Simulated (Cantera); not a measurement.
**C2H6 + O2 (carbon deposition, reforming and gasification)**

Feed: 1 mol C2H6, 0.013 mol O2, equilibrated at 0.100 bar.

These are equilibrium values from Cantera (NASA tables, ideal gas, pure condensed phases), not measurements of a reactor. Candidate condensed phases: C, C6H6, C7H8, C8H18, H2O; 110 gas species. Kinetics and transport are ignored.

From 250 °C to 550 °C the condensed part is C(graphite). The main C-bearing gas is CH4 throughout. The share of C in condensed phases is highest at 550 °C (88.5 %) and lowest at 250 °C (29.3 %).

```json
[
 {"T (°C)": "250", "x H2": "0.0916", "x CH4": "0.892", "x H2O": "0.0163", "x CO": "1.66e-6", "n C(graphite)": "0.586"},
 {"T (°C)": "300", "x H2": "0.196", "x CH4": "0.789", "x H2O": "0.0154", "x CO": "1.09e-5", "n C(graphite)": "0.677"},
 {"T (°C)": "350", "x H2": "0.353", "x CH4": "0.633", "x H2O": "0.0140", "x CO": "5.28e-5", "n C(graphite)": "0.837"},
 {"T (°C)": "400", "x H2": "0.541", "x CH4": "0.447", "x H2O": "0.0122", "x CO": "0.000208", "n C(graphite)": "1.07"},
 {"T (°C)": "450", "x H2": "0.716", "x CH4": "0.273", "x H2O": "0.0102", "x CO": "0.000696", "n C(graphite)": "1.35"},
 {"T (°C)": "500", "x H2": "0.841", "x CH4": "0.150", "x H2O": "0.00781", "x CO": "0.00195", "n C(graphite)": "1.60"},
 {"T (°C)": "550", "x H2": "0.913", "x CH4": "0.0778", "x H2O": "0.00500", "x CO": "0.00414", "n C(graphite)": "1.77"}
]
```
x: gas mole fraction; n: condensed amount in mol.
